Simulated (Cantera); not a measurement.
Charge: 1 mol CaO, 28 mol HCl, 24 mol N2, at 1200 K and 2.80e-5 bar.

Equilibrium computed with Cantera from the NASA thermochemical tables; the gas is ideal and each condensed phase is pure. Candidate condensed phases: Ca, CaCl2, CaO, Ca(OH)2, H2O, NH4Cl; 36 gas species. Kinetics and transport are ignored.

Base state: HCl 0.499, N2 0.461, CaCl2 0.0192, H2O 0.0192, Cl 0.000804, H2 0.000403 (mole fractions); condensed: gas only.

Problem. What changes in the equilibrium state with this change: pressure from 2.80e-5 bar to 0.780 bar?

Solution. 
```
species          before    after
-------------  --------  -------
HCl               0.499    0.510
N2                0.461    0.471
H2O              0.0192   0.0196
CaCl2            0.0192  8.96e-6
Cl             0.000804  2.01e-5
Cl2             8.11e-7  1.41e-5
H2             0.000403  2.42e-5
CaCl2(l), mol         0    1.000
```
Condensed phases not in the tables: oxide chlorides.
